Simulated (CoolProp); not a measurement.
n-butane at 298.15 K and 1.97 MPa flows at 3.7 m/s in a round tube of 4.6 mm bore and 15 µm roughness, fully developed (64/Re and Nu = 3.66 if laminar; Colebrook and Gnielinski if turbulent). Each further row changes one setting.

Model: reference Helmholtz-energy equation of state, Bücker 2006, in CoolProp.

| case | Reynolds number | Darcy friction factor | pressure drop (Pa/m) | heat-transfer coefficient (W/(m² K)) | mass flow (kg/h) |
|---|---|---|---|---|---|
| as stated | 60400 | 0.0288 | 24600 | 8850 | 127 |
| velocity 7.4 m/s | 121000 | 0.0278 | 95400 | 17400 | 255 |
| diameter 9.2 mm | 121000 | 0.0238 | 10200 | 7750 | 510 |

Viscosity comes from a separate model (Vogel 1999). Thermal conductivity comes from a separate model (Perkins 2002).
